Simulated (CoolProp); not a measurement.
Octamethylcyclotetrasiloxane (D4) along the isotherm 620 K: Z from the reference equation and from simpler models built on Tc = 586.5 K, pc = 1347 kPa, ω = 0.598; each cubic takes its own stable root.

Computed with CoolProp (reference Helmholtz-energy equation of state, Thol 2015).

```json
[
 {"p (kPa)": "421", "phase": "gas", "reference": "0.9061", "van der Waals": "0.9130", "Soave-Redlich-Kwong": "0.9109", "Peng-Robinson": "0.9000"},
 {"p (kPa)": "842", "phase": "gas", "reference": "0.7995", "van der Waals": "0.8089", "Soave-Redlich-Kwong": "0.8109", "Peng-Robinson": "0.7904"},
 {"p (kPa)": "1260", "phase": "gas", "reference": "0.6756", "van der Waals": "0.6713", "Soave-Redlich-Kwong": "0.6952", "Peng-Robinson": "0.6673"},
 {"p (kPa)": "1680", "phase": "supercritical", "reference": "0.5219", "van der Waals": "0.4205", "Soave-Redlich-Kwong": "0.5536", "Peng-Robinson": "0.5229"},
 {"p (kPa)": "2110", "phase": "supercritical", "reference": "0.3748", "van der Waals": "0.3888", "Soave-Redlich-Kwong": "0.4349", "Peng-Robinson": "0.4055"},
 {"p (kPa)": "2530", "phase": "supercritical", "reference": "0.3526", "van der Waals": "0.4254", "Soave-Redlich-Kwong": "0.4206", "Peng-Robinson": "0.3874"},
 {"p (kPa)": "2950", "phase": "supercritical", "reference": "0.3720", "van der Waals": "0.4693", "Soave-Redlich-Kwong": "0.4389", "Peng-Robinson": "0.4015"},
 {"p (kPa)": "3370", "phase": "supercritical", "reference": "0.4011", "van der Waals": "0.5152", "Soave-Redlich-Kwong": "0.4663", "Peng-Robinson": "0.4250"}
]
```
